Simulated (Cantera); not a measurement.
Input: 1 mol B2H6, a varied amount of H2O, 57 mol N2, 3.3 mol NH3, at 50.0 Pa.

Cantera equilibrium calculation (NASA polynomials, part measured and part estimated; ideal gas, pure solids and liquids). Candidate condensed phases: B, BN, B2O3, B3O3H3, H2O; 39 gas species. The feed counts by its element totals alone. Mutual solubility and eutectic melting of coexisting phases are not modelled. The numbers say what is thermodynamically allowed, not how fast it happens.

Stable condensed phases, one row left out:

```
T in K \ n(H2O) in mol
         0.34 0.43 0.54 0.68 0.86  1.1  1.4  1.7  2.2  2.8  3.5  4.5  5.7
   1998     A    A    A    A    A    A    A    A    B    B    B    B    B
   1898     A    A    A    A    A    A    A    A    B    B    B    B    B
   1798     A    A    A    A    A    A    A    A    B    B    B    B    B
   1698     A    A    A    A    A    A    A    A    B    B    B    B    B
   1498     A    A    A    A    A    A    A    A    A    A    B    B    B
   1398     A    A    A    A    A    A    A    C    C    C    D    B    B
   1298     C    C    C    C    C    C    C    C    C    C    D    D    D
   1198     C    C    C    C    C    C    C    C    C    C    D    D    D
   1098     C    C    C    C    C    C    C    C    C    C    D    D    D
    998     C    C    C    C    C    C    C    C    C    C    D    D    D
```

A: BN; B: gas only; C: BN + B2O3; D: B2O3.

Problem. Give the row for 1598 K.

Solution. 0.34: BN; 0.43: BN; 0.54: BN; 0.68: BN; 0.86: BN; 1.1: BN; 1.4: BN; 1.7: BN; 2.2: BN; 2.8: gas only; 3.5: gas only; 4.5: gas only; 5.7: gas only.
